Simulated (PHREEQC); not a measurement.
Model water analysis in mg/L, 25 °C, pH 5.9, pe 12.7:

```csv
constituent,mg/L
Na,0.0101
K,8.63e-05
Ca,0.12
Mg,0.0131
Cl,0.0191
S(6) as SO4,0.196
Alkalinity as HCO3,0.178
Pb,0.000159
Zn,0.000927
Li,0.000571
```

Valence states are taken as typed.

Computed with PHREEQC (ion-association model, wateq4f.dat).

Each row changes one thing in this solution. Precipitation was switched off in this run.

```csv
case,CO2 (mol/kgw),HCO3- (mol/kgw),MgSO4 (mol/kgw),HSO4- (mol/kgw),CO3-2 (mol/kgw),CaHCO3+ (mol/kgw),SI of Pb(OH)2 (Pb(OH)2),SI of Cerrusite (PbCO3)
as made,1.18e-5,4.17e-6,2.48e-10,2.46e-10,1.57e-10,1.57e-10,-5.48,-5.81
Cl from 0.0191 to 0.0573 mg/L,1.18e-5,4.17e-6,2.48e-10,2.46e-10,1.58e-10,1.57e-10,-5.48,-5.81
Mg from 0.0131 to 0.0393 mg/L,1.18e-5,4.17e-6,___,2.46e-10,1.58e-10,1.56e-10,-5.48,-5.81
pH from 5.9 to 6.2 at the same alkalinity,4.99e-6,3.53e-6,___,___,___,1.33e-10,___,-5.59
```

**Question.** Fill in the missing entries.

**Answer.** 
- Mg from 0.0131 to 0.0393 mg/L, MgSO4 (mol/kgw): 7.43e-10
- pH from 5.9 to 6.2 at the same alkalinity, MgSO4 (mol/kgw): 2.49e-10
- pH from 5.9 to 6.2 at the same alkalinity, HSO4- (mol/kgw): 1.23e-10
- pH from 5.9 to 6.2 at the same alkalinity, CO3-2 (mol/kgw): 2.66e-10
- pH from 5.9 to 6.2 at the same alkalinity, SI of Pb(OH)2 (Pb(OH)2): -4.89
